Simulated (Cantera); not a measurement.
Standard-state values (1 bar) from the NASA 1993 polynomials, evaluated with Cantera. Values are per mole of reaction as written; species without (g) are pure solids or liquids, kept so even where they would boil at 1 bar.

Task: Between 1025 and 1725 K, where is each reaction favourable under standard conditions?
- Sr(OH)₂ = O(g) + SrO + 2 H(g)

Result: 
- Sr(OH)₂ = O(g) + SrO + 2 H(g): ΔG° is 705 kJ at 1025 K and 487 kJ at 1725 K; it stays positive (K < 1). ΔH° is 1009 kJ and ΔS° 303 J/K at 1725 K.
